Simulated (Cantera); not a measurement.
Thermodynamics of chlorosilane synthesis and conversion, feed SiCl4 + Cl2 + H2

Feed: 1 mol SiCl4, 0.59 mol Cl2, 2.7 mol H2, held at 0.100 bar.

These are equilibrium values from Cantera (NASA tables, ideal gas, pure condensed phases), not measurements of a reactor. Candidate condensed phases: Si; 19 gas species. The tables' values for SiCl3 are old estimates; treat these amounts as uncertain. Equilibrium is a limit: real reactors are often held back by kinetics, nucleation or transport.

From 623 K to 1273 K nothing is condensed. The main Si-bearing gas is SiCl4 throughout.

```tsv
T (K)	log p H2	log p HCl	log p SiCl4	log p SiCl3	log p SiHCl3
623	-1.31	-1.56	-1.63	-10.21	-5.71
673	-1.31	-1.56	-1.63	-9.11	-5.28
723	-1.31	-1.56	-1.63	-8.16	-4.91
773	-1.31	-1.56	-1.63	-7.33	-4.58
823	-1.31	-1.56	-1.63	-6.61	-4.30
873	-1.31	-1.56	-1.63	-5.97	-4.05
923	-1.31	-1.56	-1.64	-5.41	-3.83
973	-1.31	-1.56	-1.64	-4.90	-3.64
1023	-1.31	-1.55	-1.64	-4.45	-3.47
1073	-1.31	-1.55	-1.64	-4.04	-3.32
1123	-1.32	-1.55	-1.65	-3.68	-3.18
1173	-1.32	-1.54	-1.66	-3.35	-3.07
1223	-1.33	-1.53	-1.68	-3.07	-2.99
1273	-1.34	-1.51	-1.71	-2.84	-2.94
```
log p: log10 of the partial pressure in bar; nothing condenses.
